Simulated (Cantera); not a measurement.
A closed system holds: 1 mol Al(CH3)3, 1.1 mol H2O, 47 mol N2, held at 1148.15 K and 0.100 bar.

Method: chemical equilibrium by Gibbs-energy minimisation in Cantera with the NASA 1993 tables (ideal gas, pure condensed phases). Candidate condensed phases: Al, AlN, Al2O3, C, C6H6, C7H8, C8H18, H2O; 148 gas species. The feed counts by its element totals alone. Mutual solubility and eutectic melting of coexisting phases are not modelled. Kinetics and transport are ignored.

Question: What is the equilibrium state?

Answer: 
```json
{
  "x(N2)": "0.893",
  "x(H2)": "0.107",
  "x(CO)": "0.000225",
  "x(CH4)": "2.70e-5",
  "x(HCN)": "1.26e-5",
  "n(AlN(s))": "0.275 mol",
  "n(Al2O3(s))": "0.363 mol",
  "n(C(graphite))": "2.99 mol",
  "gas_amount": "52.47 mol",
  "log10 activity of Al(l) (absent)": "-8.32"
}
```
